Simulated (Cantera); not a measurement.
Feed: 1 mol SO₂, 2.6 mol O₂, 2.4 mol H₂, equilibrated at 6.70 mbar.

Equilibrium computed with Cantera from the NASA thermochemical tables; the gas is ideal and each condensed phase is pure. Candidate condensed phases: H₂O, H₂SO₄, S; 19 gas species. Rates play no part. All values below are at 2123 K.

Base state: H₂O 0.466, O₂ 0.279, SO₂ 0.202, OH 0.0292, O 0.0105, H₂ 0.00747, H 0.00379, SO 0.00198 (mole fractions); condensed: gas only.

### Question
What changes in the equilibrium state with this change: pressure from 6.70 mbar to 13.3 mbar?

### Answer
```
species   before    after
-------  -------  -------
H₂O        0.466    0.474
O₂         0.279    0.281
SO₂        0.202    0.204
OH        0.0292   0.0249
O         0.0105  0.00748
H        0.00379  0.00227
SO₃      3.55e-5  5.07e-5
SO       0.00198  0.00141
H₂       0.00747  0.00536
```
